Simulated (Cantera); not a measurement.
A Cantera script and its output.

```python
import numpy as np
import cantera as ct

gas = ct.Solution("gri30.yaml")
gas.TPX = 2175, 100000, {'NO': 1, 'N2': 0.1}
reactor = ct.IdealGasConstPressureReactor(gas, energy="off", clone=False)
net = ct.ReactorNet([reactor])
net.rtol, net.atol = 1e-08, 1e-18
show = ['NO', 'NO2', 'O2', 'N2', 'N2O', 'O']
times = np.geomspace(0.0002, 3, 10)

steps = ct.SolutionArray(gas, extra=["t"])
rows = []
print(f"{'t/s':>10s}{'T/K':>9s}{'P/Pa':>11s}" + "".join(f"{s:>11s}" for s in show))
for t in times:
    while net.time < t:
        t_next = net.step()
        steps.append(gas.state, t=t_next)
    rows.append([np.interp(t, steps.t, y) for y in (steps.T, steps.P, *steps(*show).X.T)])
    print(f"{t:10.3e}{rows[-1][0]:9.1f}{rows[-1][1]:11.4g}" + "".join(f"{x:11.3e}" for x in rows[-1][2:]))
rate = np.gradient(steps.T, steps.t)
print("integrator steps:", len(steps.t))
if steps.T.max() > steps.T[0] + 200:
    print(f"time of steepest temperature rise: {steps.t[rate.argmax()]:.4e} s")
gas.TPX = 2175, 100000, {'NO': 1, 'N2': 0.1}
gas.equilibrate("TP")
print(f"equilibrium (TP): T = {gas.T:.1f} K  " + "  ".join(f"{s} {gas[s].X[0]:.3e}" for s in show))
```

It prints:

```
       t/s      T/K       P/Pa         NO        NO2         O2         N2        N2O          O
 2.000e-04   2175.0      1e+05  9.075e-01  2.821e-04  2.616e-04  9.131e-02  3.259e-04  2.960e-04
 5.822e-04   2175.0      1e+05  9.044e-01  3.589e-04  1.677e-03  9.276e-02  4.084e-04  3.691e-04
 1.695e-03   2175.0      1e+05  8.954e-01  3.917e-04  6.152e-03  9.727e-02  4.027e-04  4.014e-04
 4.932e-03   2175.0      1e+05  8.690e-01  4.661e-04  1.923e-02  1.104e-01  3.739e-04  4.791e-04
 1.436e-02   2175.0      1e+05  7.938e-01  5.996e-04  5.663e-02  1.480e-01  3.025e-04  6.503e-04
 4.179e-02   2175.0      1e+05  6.027e-01  6.908e-04  1.519e-01  2.436e-01  1.655e-04  9.539e-04
 1.216e-01   2175.0      1e+05  2.778e-01  4.490e-04  3.143e-01  4.061e-01  3.347e-05  1.316e-03
 3.541e-01   2175.0      1e+05  5.908e-02  1.105e-04  4.238e-01  5.155e-01  1.991e-06  1.511e-03
 1.031e+00   2175.0      1e+05  1.685e-02  3.228e-05  4.450e-01  5.366e-01  6.924e-07  1.545e-03
 3.000e+00   2175.0      1e+05  1.441e-02  2.765e-05  4.462e-01  5.378e-01  6.629e-07  1.547e-03
integrator steps: 1146
equilibrium (TP): T = 2175.0 K  NO 1.441e-02  NO2 2.765e-05  O2 4.462e-01  N2 5.378e-01  N2O 6.628e-07  O 1.547e-03
```

Detailed kinetics in Cantera: GRI-Mech 3.0 (53 species, 325 reactions).
